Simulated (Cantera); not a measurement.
An isothermal plug-flow reactor at 823 K and 4.93 atm (inlet), inlet velocity 0.75 m/s, active area per volume 170 1/m; feed CO : O₂ : N₂ = 0.024 : 0.2 : 0.79 (molar parts).

Model: Deutschmann's 1995 Pt surface mechanism with GRI-Mech 3.0 gas chemistry, integrated in Cantera. Catalytic surfaces can have several steady states; this one follows from the mechanism file's or the stated starting coverage. Mass transfer to the wall is taken as infinitely fast.

### Question
What does this change do: N2 0.79 to 1.1 parts?

### Answer
```json
[
 {"quantity": "x(CO) at z = 0.062 m", "before": "0.000964", "after": "0.000467"},
 {"quantity": "x(O₂) at z = 0.062 m", "before": "0.188", "after": "0.143"},
 {"quantity": "x(H₂O) at z = 0.062 m", "before": "<1e-12", "after": "<1e-12"},
 {"quantity": "x(CO₂) at z = 0.062 m", "before": "0.0230", "after": "0.0178"},
 {"quantity": "θ(free Pt) at the exit", "before": "0.0194", "after": "0.0216"},
 {"quantity": "θ(O*) at the exit", "before": "0.980", "after": "0.978"}
]
```

### Question
What does this change do: pressure from 4.93 atm to 8.49 atm?

### Answer
| quantity | before | after |
|---|---|---|
| x(CO) at z = 0.062 m | 0.000964 | 0.00193 |
| x(O₂) at z = 0.062 m | 0.188 | 0.188 |
| x(H₂O) at z = 0.062 m | <1e-12 | <1e-12 |
| x(CO₂) at z = 0.062 m | 0.0230 | 0.0220 |
| θ(free Pt) at the exit | 0.0194 | 0.0159 |
| θ(O*) at the exit | 0.980 | 0.984 |
